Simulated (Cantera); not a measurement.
Cantera run, input and output.

```python
import numpy as np
import cantera as ct

gas = ct.Solution("gri30.yaml")
gas.TPX = 1525, 130000, {'CH4': 1, 'H2O': 1.1}
inlet = ct.Reservoir(gas, clone=True)

reactor = ct.IdealGasConstPressureReactor(gas, energy="off", clone=False)
exhaust = ct.Reservoir(gas, clone=True)
tau = [2.6, 0.55, 0.12, 0.025, 0.0054, 0.0011, 0.00025][0]
for a, b in ((inlet, reactor), (reactor, exhaust)):
    ct.MassFlowController(a, b, mdot=lambda t: reactor.mass / tau)
net = ct.ReactorNet([reactor])
show = ['CH4', 'H2O', 'C2H', 'OH', 'CH3', 'O2']

rows = []
print(f"{'tau/s':>10s}{'T/K':>9s}" + "".join(f"{s:>11s}" for s in show))
for tau in [2.6, 0.55, 0.12, 0.025, 0.0054, 0.0011, 0.00025]:
    net.initial_time = 0.0
    net.advance(30 * tau)
    before = gas.X
    net.advance(40 * tau)
    drift = np.max(np.abs(gas.X - before) / (gas.X + 1e-9))
    rows.append([gas.T, *gas[show].X, drift])
    print(f"{tau:10.3e}{gas.T:9.1f}" + "".join(f"{x:11.3e}" for x in gas[show].X))
```

Result:

```
     tau/s      T/K        CH4        H2O        C2H         OH        CH3         O2
 2.600e+00   1525.0  1.160e-01  3.095e-01  4.746e-09  2.749e-07  6.747e-05  7.232e-13
 5.500e-01   1525.0  1.871e-01  3.972e-01  4.983e-09  3.506e-07  1.081e-04  1.417e-12
 1.200e-01   1525.0  3.044e-01  4.603e-01  3.301e-09  4.198e-07  1.816e-04  3.595e-12
 2.500e-02   1525.0  4.095e-01  5.024e-01  1.199e-09  5.029e-07  2.690e-04  7.543e-12
 5.400e-03   1525.0  4.595e-01  5.200e-01  1.358e-10  5.206e-07  3.015e-04  4.081e-12
 1.100e-03   1525.0  4.735e-01  5.235e-01  2.019e-12  3.883e-07  2.284e-04  4.152e-13
 2.500e-04   1525.0  4.757e-01  5.238e-01  1.678e-14  2.514e-07  1.477e-04  2.700e-14
```

Model: GRI-Mech 3.0 (53 species, 325 reactions), integrated in Cantera.
